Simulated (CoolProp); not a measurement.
A Linde-Hampson liquefier for CF4 (R14): isothermal reversible compression at 320 K from 1 atm to 5 MPa, throttling to 1 atm, return gas leaving the recuperator 2 K below the feed. Each further row changes one setting.

The numbers come from the reference Helmholtz-energy equation of state, Platzer 1990 in CoolProp. This equation is an older, rougher fit; its heat capacities, sound speeds and derivatives of the liquid may be far off and weren't checked against measurements.

```tsv
case	liquid yield per pass	compression work (kJ/kg of gas)
as stated	0.066	114
high pressure 10 MPa	0.139	131
warm-end temperature 350 K	0.049	126
warm-end gap 7 K	0.052	114
```
